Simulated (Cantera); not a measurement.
Stirred combustor or abatement burner

A perfectly stirred reactor is fed with 4.22 % CH4, 0.876 % C2H6, 19.9 % O2, 75.0 % N2, equivalence ratio 0.58, at 1.60 bar; it is adiabatic with a 325 K inlet, and is followed from long to short residence time, starting on the burning branch (τ in s: 0.052, 0.024, 0.011, 0.0053, 0.0025, 0.0012, 0.00054, 0.00025, 0.00012, 5.5e-05, 2.6e-05, 1.2e-05, 5.6e-06).

Model: GRI-Mech 3.0 (53 species, 325 reactions), integrated in Cantera.

```csv
τ (s),T (K),x CH4,x C2H6,x O2,x C2H,x CH2CO,x HCN,x HCO
0.052,1648,1.62e-5,8.72e-7,0.0839,3.86e-10,1.51e-6,3.21e-9,1.84e-8
0.024,1644,2.68e-5,1.46e-6,0.0840,5.86e-10,2.43e-6,4.24e-9,4.10e-8
0.011,1637,4.47e-5,2.45e-6,0.0842,8.37e-10,3.77e-6,5.63e-9,9.29e-8
0.0053,1627,7.31e-5,4.00e-6,0.0845,1.09e-9,5.48e-6,7.75e-9,2.00e-7
0.0025,1612,0.000125,6.76e-6,0.0852,1.29e-9,7.80e-6,1.17e-8,4.38e-7
0.0012,1586,0.000223,1.19e-5,0.0865,1.38e-9,1.09e-5,1.90e-8,9.41e-7
0.00054,1534,0.000503,2.62e-5,0.0898,1.29e-9,1.75e-5,3.31e-8,2.15e-6
0.00025,325,0.0422,0.00876,0.199,<1e-12,<1e-12,<1e-12,<1e-12
0.00012,325,0.0422,0.00876,0.199,<1e-12,<1e-12,<1e-12,<1e-12
5.5e-5,325,0.0422,0.00876,0.199,<1e-12,<1e-12,<1e-12,<1e-12
2.6e-5,325,0.0422,0.00876,0.199,<1e-12,<1e-12,<1e-12,<1e-12
1.2e-5,325,0.0422,0.00876,0.199,<1e-12,<1e-12,<1e-12,<1e-12
5.6e-6,325,0.0422,0.00876,0.199,<1e-12,<1e-12,<1e-12,<1e-12
```
x: mole fraction; the columns are a selection and need not sum to one.
